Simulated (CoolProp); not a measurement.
Vapour-liquid equilibrium of hydrogen sulfide (1) + n-butane (2) at 7.55 °C; x and y are mole fractions of (1).

Computed with CoolProp (multi-fluid Helmholtz-energy mixture model, Lemmon 2006 and Bücker 2006; pair parameters Kunz 2012).

**Question.** Give the bubble pressure and the first vapour's composition at x = 0.25, 0.35, 0.95. Is there an azeotrope?

**Answer.** x = 0.25: 0.6089 MPa, y = 0.802; x = 0.35: 0.7395 MPa, y = 0.847; x = 0.95: 1.238 MPa, y = 0.981. No azeotrope shows between x = 0.05 and 0.95.

Pair parameters are fitted to limited data, so mixtures are less certain than the pure fluids.
